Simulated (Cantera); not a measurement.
What does this Cantera script print?

```python
import numpy as np
import cantera as ct

gas_names = [...]  # 151 gases of nasa_gas.yaml made of C, H, N, O, Si
cond_names = """
    C(gr) C6H6(L) C7H8(L) C8H18(L),n-octa H2O(s) H2O(L) Si(cr) Si(L) SiC(b) SiO2(Lqz) SiO2(hqz) SiO2(L)
    Si2N2O(s) Si3N4(a)
""".split()


# ... load() reads the species with a 1 bar reference pressure and builds the phases ...
atoms = {
    'SiC': {'Si': 1, 'C': 1},
    'N2O': {'N': 2, 'O': 1},
    'H2': {'H': 2},
}
top_T = {'C(gr)': 4500, 'SiC(b)': 3050, 'Si2N2O(s)': 2100, 'Si3N4(a)': 2400}  # K; cautious upper limits of use, not melting points


# ... equilibrate(T, P, feed) seeds the gas with the atoms and calls Mixture.equilibrate('TP', solver="vcs", rtol=1e-11, max_steps=5000) ...
results = []
feed = {'SiC': 1, 'N2O': 3, 'H2': 26}  # mol
P = 15  # Pa
for T in [1348, 1373, 1398, 1423, 1448, 1473, 1498, 1523, 1548, 1573, 1598, 1623, 1648, 1673]:
    mix = equilibrate(T, P, feed)
    results.append((T, P, feed, dict(zip(mix.species_names, mix.species_moles))))

top = {s: max(r[3][s] / sum(r[3][g] for g in gas_names) for r in results) for s in gas_names}
cols = sorted((s for s in top if top[s] > 0.001), key=lambda s: -top[s])[:9]
seen = [c for c in cond_names if any(r[3].get(c, 0) > 1e-12 for r in results)]
print("log10 of partial pressures in bar; condensed amounts in mol")
print(f"{'T/K':>10s}" + "".join(f"{s[:9]:>10s}" for s in cols + seen))
for T, P, feed, n in results:
    ng = sum(n[g] for g in gas_names)
    print(f"{T:10.4g}" + "".join(f"{np.log10(max(n[s] / ng * P / 1e5, 1e-99)):10.3f}" for s in cols)
          + "".join(f"{n.get(c, 0):10.4g}" for c in seen))
```

Result:

```
log10 of partial pressures in bar; condensed amounts in mol
       T/K        H2        N2        CO       SiO       H2O         H SiO2(hqz)
      1348    -3.886    -4.824    -5.301    -7.388    -7.396    -7.579    0.9918
      1373    -3.887    -4.824    -5.301    -7.196    -7.204    -7.421    0.9873
      1398    -3.887    -4.824    -5.302    -7.011    -7.019    -7.268    0.9805
      1423    -3.887    -4.824    -5.302    -6.833    -6.841    -7.121    0.9706
      1448    -3.888    -4.825    -5.302    -6.662    -6.669    -6.979    0.9564
      1473    -3.888    -4.825    -5.303    -6.497    -6.503    -6.842    0.9361
      1498    -3.890    -4.826    -5.303    -6.337    -6.344    -6.710    0.9076
      1523    -3.891    -4.826    -5.304    -6.183    -6.189    -6.582    0.8681
      1548    -3.893    -4.827    -5.305    -6.035    -6.041    -6.458     0.814
      1573    -3.896    -4.828    -5.307    -5.891    -5.897    -6.339    0.7405
      1598    -3.899    -4.830    -5.309    -5.753    -5.759    -6.223    0.6419
      1623    -3.904    -4.832    -5.312    -5.620    -5.625    -6.112     0.511
      1648    -3.910    -4.835    -5.315    -5.492    -5.497    -6.005    0.3388
      1673    -3.918    -4.838    -5.320    -5.368    -5.374    -5.902    0.1145
```

Method: chemical equilibrium by Gibbs-energy minimisation in Cantera with the NASA 1993 tables (ideal gas, pure condensed phases). The tables hold silica as quartz up to 1696 K and as liquid above; real silica turns to tridymite and cristobalite and melts near 1996 K.
